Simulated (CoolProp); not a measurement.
A single-stage vapour-compression cycle with methanol: evaporating at 314.15 K (dew point), condensing at 342.15 K (bubble point), superheat 10 K, subcooling 5 K, compressor efficiency 0.9, no pressure losses. Each further row changes one setting.

The numbers come from the reference Helmholtz-energy equation of state, de Reuck 1993 in CoolProp.

| case | cooling COP | pressure ratio | discharge temperature (K) | refrigerating effect (kJ/kg) | volumetric capacity (kJ/m³) |
|---|---|---|---|---|---|
| as stated | 9.31 | 3.24 | 400.0 | 1110 | 500 |
| evaporating temperature 319.15 K | 11.7 | 2.59 | 389.4 | 1110 | 623 |
| condensing temperature 337.15 K | 11.5 | 2.67 | 386.5 | 1120 | 506 |
| subcooling 10 K | 9.42 | 3.24 | 400.0 | 1120 | 506 |
| superheat 20 K | 9.12 | 3.24 | 413.7 | 1130 | 491 |
| compressor efficiency 0.8 | 8.27 | 3.24 | 408.7 | 1110 | 500 |
